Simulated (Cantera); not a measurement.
Charge: 1 mol SiH₄, 0.026 mol C₂H₄, 1.1 mol H₂, equilibrated at 1298 K and 128 Torr.

Cantera equilibrium calculation (NASA polynomials, part measured and part estimated; ideal gas, pure solids and liquids). Candidate condensed phases: C, C₆H₆, C₇H₈, C₈H₁₈, Si, SiC; 87 gas species. Mutual solubility and eutectic melting of coexisting phases are not modelled. Equilibrium is a limit: real reactors are often held back by kinetics, nucleation or transport.

Question: What is the equilibrium state?

Answer: 
```json
{
  "x(H₂)": "1.000",
  "x(CH₄)": "3.97e-6",
  "x(H)": "2.60e-6",
  "n(Si(s))": "0.948 mol",
  "n(SiC(s))": "0.0520 mol",
  "gas_amount": "3.152 mol",
  "log10 activity of C(graphite) (absent)": "-2.53"
}
```
